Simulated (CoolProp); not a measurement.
Model: reference Helmholtz-energy equation of state, McLinden 2020, in CoolProp.

Q: Give the vapour pressure (kPa), liquid density (kg/m³), enthalpy of vaporisation (kJ/kg), liquid cp (kJ/(kg K)) of saturated R1336mzz(Z) at 296.9 K.

A: 
| T (K) | p (kPa) | liquid density (kg/m³) | enthalpy of vaporisation (kJ/kg) | liquid cp (kJ/(kg K)) |
|---|---|---|---|---|
| 296.9 | 70.0 | 1370 | 169 | 1.22 |
